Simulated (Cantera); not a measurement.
Input: 1 mol SiH₂Cl₂, a varied amount of N₂O, at 1675 K and 1.00 bar.

Method: chemical equilibrium by Gibbs-energy minimisation in Cantera with the NASA 1993 tables (ideal gas, pure condensed phases). Candidate condensed phases: H₂O, NH₄Cl, Si, SiO₂, Si₂N₂O, Si₃N₄; 47 gas species. The tables hold silica as quartz up to 1696 K and as liquid above; real silica turns to tridymite and cristobalite and melts near 1996 K. Gases not in the tables: Si(OH)₄. Equilibrium is a limit: real reactors are often held back by kinetics, nucleation or transport.

Q: At 4.8 mol N₂O, list the 4 most abundant gas species with their mole fractions, and the condensed phases.

A: N₂ 0.585, HCl 0.199, O₂ 0.159, H₂O 0.0227. Condensed: SiO₂(β-quartz).
